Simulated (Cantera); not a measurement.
## Halide evaporation, hydrolysis and transport: BaF₂ + H₂O + N₂

Input: 1 mol BaF₂, 0.12 mol H₂O, 6.8 mol N₂, equilibrated at 1.60e-6 bar.

Cantera equilibrium calculation (NASA polynomials, part measured and part estimated; ideal gas, pure solids and liquids). Candidate condensed phases: Ba, BaF₂, BaO, Ba(OH)₂, H₂O; 45 gas species. Mutual solubility and eutectic melting of coexisting phases are not modelled. Kinetics and transport are ignored.

From 950 °C to 1000 °C the condensed part is BaF₂(s) + BaO(s). From 1050 °C to 1250 °C the condensed part is BaO(s). From 1300 °C to 1500 °C nothing is condensed. The main Ba-bearing gas is BaF₂ throughout.

| T (°C) | log p N₂ | log p BaF₂ | log p HF | log p BaF | log p H₂O | log p H | n BaF₂(s) | n BaO(s) |
|---|---|---|---|---|---|---|---|---|
| 950 | -5.82 | -7.39 | -8.03 | -10.74 | -7.65 | -11.59 | 0.797 | 0.0207 |
| 1000 | -5.86 | -6.76 | -7.81 | -9.93 | -7.78 | -11.14 | 0.120 | 0.0379 |
| 1050 | -5.86 | -6.71 | -7.81 | -9.45 | -7.79 | -10.69 | 0 | 0.0376 |
| 1100 | -5.86 | -6.71 | -7.83 | -9.04 | -7.78 | -10.27 | 0 | 0.0347 |
| 1150 | -5.86 | -6.71 | -7.84 | -8.66 | -7.78 | -9.88 | 0 | 0.0301 |
| 1200 | -5.86 | -6.72 | -7.86 | -8.32 | -7.78 | -9.52 | 0 | 0.0219 |
| 1250 | -5.86 | -6.72 | -7.88 | -8.00 | -7.79 | -9.19 | 0 | 0.00695 |
| 1300 | -5.87 | -6.73 | -7.80 | -7.81 | -7.85 | -8.88 | 0 | 0 |
| 1350 | -5.87 | -6.75 | -7.68 | -7.69 | -7.97 | -8.61 | 0 | 0 |
| 1400 | -5.87 | -6.76 | -7.59 | -7.59 | -8.16 | -8.38 | 0 | 0 |
| 1450 | -5.87 | -6.77 | -7.52 | -7.52 | -8.43 | -8.21 | 0 | 0 |
| 1500 | -5.87 | -6.78 | -7.47 | -7.48 | -8.81 | -8.09 | 0 | 0 |
log p: log10 of the partial pressure in bar; n: condensed amount in mol.
